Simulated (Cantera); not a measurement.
Adiabatic ignition

An adiabatic, constant-pressure homogeneous reactor starts with 54.6 % CO, 0.994 % H2, 9.32 % O2, 35.1 % N2, at 1300 K and 47000 Pa.

Computed with Cantera and GRI-Mech 3.0 (53 species, 325 reactions).

```csv
t (s),T (K),x CO,x H2,x O2,x O,x NO,x H2O2
8.00e-6,1300,0.546,0.00994,0.0932,3.80e-8,<1e-12,<1e-12
2.95e-5,1300,0.546,0.00994,0.0932,2.20e-7,<1e-12,7.01e-12
0.000109,1300,0.546,0.00990,0.0931,4.55e-5,<1e-12,3.36e-9
0.000400,1736,0.450,0.000343,0.0189,0.0424,1.51e-5,1.18e-8
0.00147,2331,0.425,0.00151,0.0109,0.0121,0.000179,5.35e-9
0.00543,2602,0.410,0.00206,0.00272,0.00226,0.00104,2.01e-9
0.0200,2617,0.410,0.00213,0.00202,0.00166,0.00178,1.76e-9
0.0737,2616,0.410,0.00214,0.00200,0.00165,0.00191,1.75e-9
0.271,2616,0.410,0.00214,0.00200,0.00165,0.00191,1.75e-9
1.00,2616,0.410,0.00214,0.00200,0.00165,0.00191,1.75e-9
```
x: mole fraction; the columns are a selection and need not sum to one.

The time of steepest temperature rise is 0.251 ms, the temperature at 1.00 s is 2616 K and the equilibrium temperature is 2616 K. The x(CO) at 1.00 s comes out as 0.410 (gas-phase equilibrium 0.410) and the x(H2) at 1.00 s comes out as 0.00214 (gas-phase equilibrium 0.00214). The x(O2) at 1.00 s is 0.00200 (gas-phase equilibrium 0.00200).
